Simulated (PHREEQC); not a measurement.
Make-up at 25 °C: 0.255 mol/kgw H2SO4 and 0.00019 mol/kgw ZnSO4. It is in equilibrium with CO2 at log p = -3.4 (atm). Otherwise closed; pH follows from the charge balance.

The numbers come from PHREEQC with the ion-association model, phreeqc.dat.

This is a speciation only: nothing precipitates in the calculation.

Q: Estimate the pH, activity of water, specific conductance.

A: pH 0.65; activity of water 0.991; specific conductance 86400 µS/cm.

Q: In which forms is Zn present?

A: Zn+2 66 %, ZnSO4 28 %, Zn(SO4)2-2 6.4 % of the Zn.
